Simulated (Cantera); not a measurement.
Feed: 1 mol SiH2Cl2, 30 mol H2, at 1.50 bar.

Equilibrium computed with Cantera from the NASA thermochemical tables; the gas is ideal and each condensed phase is pure. Candidate condensed phases: Si; 19 gas species. Gases not in the tables: Si2H6 and higher silanes. Equilibrium is a limit: real reactors are often held back by kinetics, nucleation or transport.

**Question.** Which condensed phases are stable at each of these points (T (K)): 850, 925, 1000, 1075, 1150, 1225, 1300, 1375, 1450, 1525, 1600, 1675, 1750?

**Answer.** 
```tsv
T (K)	condensed phases	Si condensed (%)
850	Si(s)	41.5
925	Si(s)	42.9
1000	Si(s)	45.3
1075	Si(s)	49.0
1150	Si(s)	53.8
1225	Si(s)	59.4
1300	Si(s)	64.7
1375	Si(s)	68.9
1450	Si(s)	71.5
1525	Si(s)	72.7
1600	Si(s)	73.0
1675	Si(s)	72.9
1750	Si(l)	74.4
```

From 850 K to 1675 K the condensed part is Si(s). At 1750 K the condensed part is Si(l).
